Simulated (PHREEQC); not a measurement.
Make-up at 25 °C: 0.024 mol HBr and 0.087 mol CaCl2 per kg of water. Closed to the air; pH follows from the charge balance.

All values are PHREEQC results (ion-association model, phreeqc.dat), not measurements.

Precipitation was switched off in this run.

Task: Predict the pH.

Result: pH 1.73.

Complexes and solids missing from the database can't appear.
